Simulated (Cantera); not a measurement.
Input: 1 mol c-C₄F₈, 0.022 mol F₂.

These are equilibrium values from Cantera (NASA tables, ideal gas, pure condensed phases), not measurements of a reactor. Candidate condensed phases: C; 13 gas species. The feed counts by its element totals alone. Rates play no part.

Stable condensed phases, one row left out:

```
T in °C \ P in Pa
              1    3.2     10     32    100    320   1000   3200  10000  32000 100000
   3075       A      A      A      A      A      A      A      A      A      B      B
   2875       A      A      A      A      A      A      A      B      B      B      B
   2675       A      A      A      A      A      B      B      B      B      B      B
   2475       A      A      A      B      B      B      B      B      B      B      B
   2075       B      B      B      B      B      B      B      B      B      B      B
   1875       B      B      B      B      B      B      B      B      B      B      B
   1675       B      B      B      B      B      B      B      B      B      B      B
   1475       B      B      B      B      B      B      B      B      B      B      B
   1275       B      B      B      B      B      B      B      B      B      B      B
   1075       B      B      B      B      B      B      B      B      B      B      B
    875       B      B      B      B      B      B      B      B      B      B      B
    675       B      B      B      B      B      B      B      B      B      B      B
```

A: gas only; B: C.

Problem. Give the row for 2275 °C.

Solution. 1: C; 3.2: C; 10: C; 32: C; 100: C; 320: C; 1000: C; 3200: C; 10000: C; 32000: C; 100000: C.
